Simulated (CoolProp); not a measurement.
Saturated liquid density (kg/m³) of R1336mzz(E): the reference equation beside estimates from Tc = 403.5 K, pc = 27.79 bar, ω = 0.413. Rackett uses Z = 0.29056 − 0.08775 ω.

Computed with CoolProp (reference Helmholtz-energy equation of state, Akasaka 2023).

```csv
T (K),reference,Rackett,van der Waals,Redlich-Kwong,Soave-Redlich-Kwong,Peng-Robinson
287.8,1356,1393,766.5,1108,1185,…
292.6,1342,1377,758.2,…,1171,1326
297.4,1328,1361,749.6,1078,1156,1309
302.3,1313,1344,740.7,1062,1141,1292
307.1,1298,1327,731.7,1046,1125,1275
311.9,1282,1309,722.4,1029,1108,1257
316.7,1266,1291,712.9,1012,1091,1238
321.5,1249,1273,703.1,994.5,1074,1218
326.3,1232,…,692.9,976.3,1055,1197
331.2,1213,1235,682.2,957.0,1035,1175
336,1194,1215,671.4,937.5,1015,1152
```

What belongs in the gaps?


- 287.8, Peng-Robinson: 1341
- 292.6, Redlich-Kwong: 1093
- 326.3, Rackett: 1254

Absolute difference from the reference over all 11 rows, mean and median: Rackett 2.2 and 2.1 %, van der Waals 43.6 and 43.7 %, Redlich-Kwong 19.8 and 19.7 %, Soave-Redlich-Kwong 13.7 and 13.6 %, Peng-Robinson 2.1 and 2.0 %.
